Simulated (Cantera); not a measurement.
# Ignition delay

Mixture: H2 : O2 : N2 : NO = 1 : 0.649 : 6.5 : 0.007 (molar parts), at 21.7 atm, adiabatic and at constant volume. Ignition delay is the time to a rise of 400 K.

Cantera simulation using GRI-Mech 3.0 (53 species, 325 reactions); the numbers are that mechanism's predictions, not measurements. The hydrogen kinetics of GRI-Mech 3.0 are dated; newer H2 mechanisms differ, most at raised pressure. The pressure lies above the range GRI-Mech 3.0 was tuned for (to about 10 atm). Where the delays flatten at high temperature, the 400 K rule measures the pace of heat release, not the induction time.

```json
[
 {"T0 (K)": "1225", "delay (ms)": "0.0363"},
 {"T0 (K)": "1300", "delay (ms)": "0.0114"},
 {"T0 (K)": "1375", "delay (ms)": "0.00430"},
 {"T0 (K)": "1450", "delay (ms)": "0.00227"},
 {"T0 (K)": "1525", "delay (ms)": "0.00149"},
 {"T0 (K)": "1600", "delay (ms)": "0.00110"},
 {"T0 (K)": "1675", "delay (ms)": "0.000874"},
 {"T0 (K)": "1750", "delay (ms)": "0.000729"},
 {"T0 (K)": "1825", "delay (ms)": "0.000632"},
 {"T0 (K)": "1900", "delay (ms)": "0.000567"}
]
```
